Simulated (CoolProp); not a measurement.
Properties of R1123 at several states.

Model: reference Helmholtz-energy equation of state, Akasaka 2020, in CoolProp.

```tsv
T (°C)	p (bar)	phase	Z	cp (kJ/(kg K))	cv (kJ/(kg K))	speed of sound (m/s)	expansivity (1/kK)
148.25	0.724	gas	0.9976	1.026	0.9231	217.4	2.395
102.75	136	supercritical	(withheld)	(withheld)	0.9539	258.4	8.070
117.25	47.4	supercritical	0.7747	1.257	0.9298	177.6	(withheld)
-46.85	30.7	liquid	0.1024	(withheld)	0.8036	(withheld)	2.438
1.15	5.98	gas	(withheld)	0.8900	(withheld)	165.9	(withheld)
```

**Question.** Fill in the missing entries.

**Answer.** 
- 102.75, Z: 0.4913
- 102.75, cp (kJ/(kg K)): 1.814
- 117.25, expansivity (1/kK): 5.994
- -46.85, cp (kJ/(kg K)): 1.298
- -46.85, speed of sound (m/s): 770.6
- 1.15, Z: 0.9062
- 1.15, cv (kJ/(kg K)): 0.7316
- 1.15, expansivity (1/kK): 5.051
